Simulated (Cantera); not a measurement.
An isothermal, constant-pressure homogeneous reactor starts with CO : O₂ : H₂O : N₂ : H₂ = 0.0031 : 0.017 : 0.0071 : 1 : 0.0016 (molar parts), equivalence ratio 0.14, at 1100 K and 180 Torr.

Computed with Cantera and GRI-Mech 3.0 (53 species, 325 reactions).

x: mole fraction; the columns are a selection and need not sum to one.

```csv
t (s),x CO,x O₂,x H₂O,x NO,x H₂,x O,x CO₂
0.000200,0.00301,0.0165,0.00690,<1e-12,0.00156,2.22e-11,2.16e-11
0.000436,0.00301,0.0165,0.00690,<1e-12,0.00156,5.57e-11,5.18e-11
0.000950,0.00301,0.0165,0.00690,<1e-12,0.00156,2.07e-10,1.57e-10
0.00207,0.00301,0.0165,0.00690,<1e-12,0.00156,2.27e-9,1.22e-9
0.00451,0.00301,0.0165,0.00690,<1e-12,0.00155,3.44e-7,1.66e-7
0.00983,0.00253,0.0156,0.00785,1.12e-8,___,0.000350,0.000486
0.0214,0.00130,0.0149,0.00833,4.90e-8,___,0.000150,0.00172
0.0467,0.000584,0.0145,0.00842,5.59e-8,___,5.58e-5,0.00243
0.102,0.000208,0.0144,0.00845,5.76e-8,___,1.88e-5,0.00281
0.222,5.88e-5,0.0143,0.00847,5.80e-8,___,5.24e-6,0.00296
0.483,1.38e-5,0.0143,0.00847,5.80e-8,___,1.27e-6,0.00301
1.05,2.81e-6,0.0143,0.00847,5.80e-8,___,2.95e-7,0.00302
2.29,5.04e-7,0.0143,0.00847,5.83e-8,___,7.09e-8,0.00302
5.00,7.60e-8,0.0143,0.00848,5.86e-8,___,1.91e-8,0.00302
```

Problem. What belongs in the gaps?

Solution. 
- 0.00983, x H₂: 0.000373
- 0.0214, x H₂: 7.03e-5
- 0.0467, x H₂: 2.58e-5
- 0.102, x H₂: 8.53e-6
- 0.222, x H₂: 2.25e-6
- 0.483, x H₂: 5.18e-7
- 1.05, x H₂: 1.14e-7
- 2.29, x H₂: 2.58e-8
- 5.00, x H₂: 6.39e-9
